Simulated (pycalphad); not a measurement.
Source of the numbers: pycalphad with the COST 507 light-alloy database (1999); pressure 1 atm. The data set is of 1999 and partly superseded.

Task: How does the equilibrium phase assembly of Al-1.377Si-2.33Fe (wt.%) change on cooling from 1850 K to 530 K?

Result: 
| T (K) | phases above | phases below |
|---|---|---|
| 943.7 | LIQUID | AL13FE4 + LIQUID |
| 919.1 | AL13FE4 + LIQUID | AL13FE4 + FCC_A1 + LIQUID |
| 904.9 | AL13FE4 + FCC_A1 + LIQUID | ALFESI_ALPHA + FCC_A1 + LIQUID |
| 892.6 | ALFESI_ALPHA + FCC_A1 + LIQUID | ALFESI_ALPHA + ALFESI_BETA + FCC_A1 |
| 765.8 | ALFESI_ALPHA + ALFESI_BETA + FCC_A1 | ALFESI_BETA + FCC_A1 |
| 661.0 | ALFESI_BETA + FCC_A1 | ALFESI_BETA + DIAMOND_A4 + FCC_A1 |
Changes were sought between steps of 40 K, so a narrower field can be missed.

Database names, with the compositions (at.%) that they take in these runs: AL13FE4: Al 76 Fe 24; ALFESI_BETA: Al 70 Si 15 Fe 15; ALFESI_ALPHA: Al 72 Fe 19 Si 8. FCC_A1 is fcc; DIAMOND_A4 is diamond (Si).
